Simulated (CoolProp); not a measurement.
Model: reference Helmholtz-energy equation of state, Schroeder 2014, in CoolProp.

**Question.** Give the vapour pressure (bar), liquid density (kg/m³), vapour density (kg/m³), liquid viscosity (µPa s) of saturated ethanol at 170.25 °C.

**Answer.** 
| T (°C) | p (bar) | liquid density (kg/m³) | vapour density (kg/m³) | liquid viscosity (µPa s) |
|---|---|---|---|---|
| 170.25 | 16.0 | 616 | 24.7 | 132 |

Viscosity comes from a separate model (Kiselev 2005).
